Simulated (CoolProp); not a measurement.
Vapour-liquid equilibrium of ethanol (1) + ethylbenzene (2) at 91.85 °C; x and y are mole fractions of (1).

Values from CoolProp's multi-fluid Helmholtz-energy mixture model, Schroeder 2014 and Zhou 2012; pair parameters Bell 2016.

| x | bubble pressure, mixture model (bar) | bubble pressure, Raoult's law (bar) | y, mixture model | y, Raoult's law |
|---|---|---|---|---|
| 0.05 | 0.6037 | 0.3303 | 0.583 | 0.255 |
| 0.15 | 1.035 | 0.4726 | 0.770 | 0.534 |
| 0.25 | 1.256 | 0.6150 | 0.820 | 0.684 |
| 0.35 | 1.369 | 0.7573 | 0.841 | 0.778 |
| 0.45 | 1.430 | 0.8996 | 0.853 | 0.842 |
| 0.55 | 1.472 | 1.042 | 0.862 | 0.888 |
| 0.65 | 1.512 | 1.184 | 0.873 | 0.923 |
| 0.75 | 1.558 | 1.327 | 0.890 | 0.951 |
| 0.85 | 1.610 | 1.469 | 0.918 | 0.974 |
| 0.95 | 1.662 | 1.611 | 0.965 | 0.992 |

The largest gap from Raoult's law is +119.0 % in bubble pressure, at x = 0.15. No azeotrope shows between x = 0.05 and 0.95.

Pair parameters are fitted to limited data, so mixtures are less certain than the pure fluids. With so large a gap from Raoult's law the liquid may split in two, which this calculation doesn't test in full.
